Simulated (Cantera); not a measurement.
A perfectly stirred reactor is fed with 16.9 % CH4, 52.5 % H2O, 30.5 % H2, at 5.00 bar; it is held at 1775 K, and followed from long to short residence time.

Model: GRI-Mech 3.0 (53 species, 325 reactions), integrated in Cantera.

x: mole fraction; the columns are a selection and need not sum to one.

```json
[
 {"τ (s)": "0.89", "x CH4": "0.0145", "x H2O": "0.287", "x H2": "0.586", "x H2O2": "4.76e-12", "x CO": "0.0957"},
 {"τ (s)": "0.21", "x CH4": "[?]", "x H2O": "[?]", "x H2": "0.546", "x H2O2": "6.75e-12", "x CO": "[?]"},
 {"τ (s)": "0.048", "x CH4": "0.0439", "x H2O": "0.396", "x H2": "0.487", "x H2O2": "1.05e-11", "x CO": "0.0380"},
 {"τ (s)": "0.011", "x CH4": "0.0700", "x H2O": "0.455", "x H2": "0.425", "x H2O2": "1.49e-11", "x CO": "0.0135"},
 {"τ (s)": "0.0026", "x CH4": "0.107", "x H2O": "0.492", "x H2": "0.372", "x H2O2": "1.80e-11", "x CO": "0.00358"},
 {"τ (s)": "0.00061", "x CH4": "0.143", "x H2O": "0.513", "x H2": "0.332", "x H2O2": "1.97e-11", "x CO": "0.000793"},
 {"τ (s)": "0.00014", "x CH4": "[?]", "x H2O": "0.523", "x H2": "0.312", "x H2O2": "1.96e-11", "x CO": "[?]"}
]
```

Problem. Some entries are withheld; supply them.

Solution. 
- 0.21, x CH4: 0.0268
- 0.21, x H2O: 0.331
- 0.21, x CO: 0.0712
- 0.00014, x CH4: 0.161
- 0.00014, x CO: 0.000151
